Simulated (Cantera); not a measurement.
Feed: 1 mol Fe, 0.026 mol H₂O, 85 mol CO, held at 850 K and 0.00390 bar.

These are equilibrium values from Cantera (NASA tables, ideal gas, pure condensed phases), not measurements of a reactor. Candidate condensed phases: C, C₆H₆, C₇H₈, C₈H₁₈, Fe, Fe(CO)₅, FeO, Fe(OH)₂, Fe(OH)₃, Fe₂O₃, Fe₃O₄, H₂O; 114 gas species. Condensed phases not in the tables: cementite and carbon dissolved in iron. Rates play no part.

Base state: CO 0.927, CO₂ 0.0723, H₂ 0.000320 (mole fractions); condensed: C(graphite) + Fe(α).

Task: What changes in the equilibrium state with this change: 0.15 mol NH₃ added?

Result: 
```csv
species,before,after
CO,0.927,0.924
CO₂,0.0723,0.0718
H₂,0.000320,0.00307
N₂,0,0.000942
H₂O,8.16e-6,7.82e-5
"C(graphite), mol",5.71,5.69
"Fe(α), mol",1.00,1.00
```
